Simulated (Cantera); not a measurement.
An isothermal, constant-pressure homogeneous reactor starts with H₂ : O₂ : N₂ = 0.0089 : 1 : 0.4 (molar parts), at 1248 K and 2.78 Torr. Integrator tolerance rtol = 1e-08.

Cantera simulation using GRI-Mech 3.0 (53 species, 325 reactions); the numbers are that mechanism's predictions, not measurements. Radical loss at walls, strong at low pressure, is not modelled.

**Question.** What does this change do: 0.041 parts H2O added?

**Answer.** 
| quantity | before | after |
|---|---|---|
| x(H₂) at 40.0 s | 7.69e-7 (gas-phase equilibrium 4.13e-9) | 8.69e-7 (gas-phase equilibrium 2.28e-8) |
| x(O₂) at 40.0 s | 0.709 (gas-phase equilibrium 0.709) | 0.689 (gas-phase equilibrium 0.689) |
| x(NO) at 40.0 s | 3.93e-8 (gas-phase equilibrium 0.000309) | 1.73e-8 (gas-phase equilibrium 0.000300) |
| x(H) at 40.0 s | 1.26e-6 (gas-phase equilibrium 4.97e-10) | 2.73e-7 (gas-phase equilibrium 1.17e-9) |
| x(H₂O) at 40.0 s | 0.00628 (gas-phase equilibrium 0.00633) | 0.0345 (gas-phase equilibrium 0.0345) |
| x(H₂O₂) at 40.0 s | 8.29e-10 (gas-phase equilibrium 1.18e-11) | 1.10e-9 (gas-phase equilibrium 6.31e-11) |
| x(N₂O) at 40.0 s | 2.90e-9 (gas-phase equilibrium 7.69e-10) | 2.89e-9 (gas-phase equilibrium 7.37e-10) |

**Question.** What does this change do: pressure from 2.78 Torr to 4.28 Torr?

**Answer.** 
```
quantity                                              before                                      after
-----------------  -----------------------------------------  -----------------------------------------
x(H₂) at 40.0 s      7.69e-7 (gas-phase equilibrium 4.13e-9)    1.87e-7 (gas-phase equilibrium 3.33e-9)
x(O₂) at 40.0 s          0.709 (gas-phase equilibrium 0.709)        0.709 (gas-phase equilibrium 0.709)
x(NO) at 40.0 s     3.93e-8 (gas-phase equilibrium 0.000309)   4.00e-8 (gas-phase equilibrium 0.000309)
x(H) at 40.0 s      1.26e-6 (gas-phase equilibrium 4.97e-10)   1.50e-7 (gas-phase equilibrium 3.59e-10)
x(H₂O) at 40.0 s     0.00628 (gas-phase equilibrium 0.00633)    0.00631 (gas-phase equilibrium 0.00633)
x(H₂O₂) at 40.0 s  8.29e-10 (gas-phase equilibrium 1.18e-11)  4.81e-10 (gas-phase equilibrium 1.46e-11)
x(N₂O) at 40.0 s    2.90e-9 (gas-phase equilibrium 7.69e-10)   4.42e-9 (gas-phase equilibrium 9.55e-10)
```
